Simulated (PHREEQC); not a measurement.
# Brine: an equilibrium model

Dissolve 0.858 mol/kgw LiCl, 0.34 mol/kgw Na2SO4 and 0.7 mol/kgw MgCl2 at 19 °C. Closed to the air; pH follows from the charge balance.

Computed with PHREEQC (Pitzer model, pitzer.dat).

```json
{
  "ionic_strength": "3.98 mol/kgw",
  "activity_of_water": "0.906",
  "density": "1.106 g/cm³",
  "osmotic_coefficient": "1.127"
}
```

```csv
species,molality,activity,log γ
Cl-,2.26,1.28,-0.245
Li+,0.858,1.40,0.213
Mg+2,0.700,0.513,-0.135
Na+,0.680,0.733,0.032
SO4-2,0.340,0.00483,-1.847
MgOH+,7.84e-7,7.03e-7,-0.048
HSO4-,5.22e-7,2.35e-7,-0.346
H+,3.23e-7,6.02e-7,0.271
OH-,6.00e-8,9.50e-9,-0.800
```

No solid was allowed to form.
